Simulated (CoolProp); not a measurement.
A closed Brayton cycle with carbon dioxide: compressor inlet 332.15 K and 9.5 MPa, high pressure 31.5 MPa, turbine inlet 860 K, compressor efficiency 0.8, turbine efficiency 0.85, recuperator effectiveness 0 (on enthalpy, no pinch check). Each further row changes one setting.

Computed with CoolProp (reference Helmholtz-energy equation of state, Span 1996).

| case | thermal efficiency (%) | net work (kJ/kg) | compressor to turbine work | compressor exit (K) | turbine exit (K) |
|---|---|---|---|---|---|
| as stated | 14.6 | 84.0 | 0.45 | 432.7 | 721.0 |
| turbine inlet 810 K | 14.5 | 73.8 | 0.49 | 432.7 | 675.7 |
| compressor inlet 342.15 K | 13.9 | 75.5 | 0.51 | 452.0 | 721.0 |
| high pressure 26.8 MPa | 13.1 | 76.8 | 0.43 | 418.5 | 739.1 |
| recuperator effectiveness 0.5 | 20.7 | 84.0 | 0.45 | 432.7 | 721.0 |
